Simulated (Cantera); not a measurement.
Feed: 1 mol FeS₂, 81 mol H₂, 0.28 mol H₂O, equilibrated at 133 Pa.

Cantera equilibrium calculation (NASA polynomials, part measured and part estimated; ideal gas, pure solids and liquids). Candidate condensed phases: Fe, FeO, Fe(OH)₂, Fe(OH)₃, FeS, FeSO₄, FeS₂, Fe₂O₃, Fe₂(SO₄)₃, Fe₃O₄, H₂O, H₂SO₄, S; 22 gas species. Metal and sulfide melt together well below either melting point, which pure phases cannot show. Mutual solubility and eutectic melting of coexisting phases are not modelled. FeS: taken at fixed stoichiometry. Gases not in the tables: S₃ to S₇. Equilibrium is a limit: real reactors are often held back by kinetics, nucleation or transport.

Which condensed phases are stable at each of these points (T (°C)): 550, 600, 650, 700, 750, 800, 850, 900, 950, 1000, 1050, 1100, 1150?


| T (°C) | condensed phases | Fe condensed (%) |
|---|---|---|
| 550 | FeS(s) | 100.0 |
| 600 | FeS(s) | 100.0 |
| 650 | FeS(s) | 100.0 |
| 700 | FeS(s) | 100.0 |
| 750 | FeS(s) | 100.0 |
| 800 | FeS(s) | 100.0 |
| 850 | FeS(s) | 100.0 |
| 900 | FeS(s) | 100.0 |
| 950 | FeS(s) | 100.0 |
| 1000 | FeS(s) | 100.0 |
| 1050 | FeS(s) | 100.0 |
| 1100 | Fe(γ) + FeS(s) | 100.0 |
| 1150 | Fe(γ) + FeS(s) | 99.8 |

From 550 °C to 1050 °C the condensed part is FeS(s). From 1100 °C to 1150 °C the condensed part is Fe(γ) + FeS(s).
